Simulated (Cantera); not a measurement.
Charge: 1 mol CuO, a varied amount of C, 0.04 mol CO, at 1150 °C and 0.250 bar.

These are equilibrium values from Cantera (NASA tables, ideal gas, pure condensed phases), not measurements of a reactor. Candidate condensed phases: C, Cu, CuO, Cu2O; 15 gas species. The numbers say what is thermodynamically allowed, not how fast it happens.

Which condensed phases are stable at each of these points (n(C) (mol)): 0.52, 0.63, 0.75, 0.89, 1.1, 1.3, 1.5, 1.8, 2.2, 2.6, 3.1, 3.7, 4.5?


| n(C) (mol) | condensed phases | Cu condensed (%) |
|---|---|---|
| 0.52 | Cu(l) | 100.0 |
| 0.63 | Cu(l) | 100.0 |
| 0.75 | Cu(l) | 100.0 |
| 0.89 | Cu(l) | 100.0 |
| 1.1 | C(graphite) + Cu(l) | 100.0 |
| 1.3 | C(graphite) + Cu(l) | 100.0 |
| 1.5 | C(graphite) + Cu(l) | 100.0 |
| 1.8 | C(graphite) + Cu(l) | 100.0 |
| 2.2 | C(graphite) + Cu(l) | 100.0 |
| 2.6 | C(graphite) + Cu(l) | 100.0 |
| 3.1 | C(graphite) + Cu(l) | 100.0 |
| 3.7 | C(graphite) + Cu(l) | 100.0 |
| 4.5 | C(graphite) + Cu(l) | 100.0 |

From 0.52 mol C to 0.89 mol C the condensed part is Cu(l). From 1.1 mol C to 4.5 mol C the condensed part is C(graphite) + Cu(l).
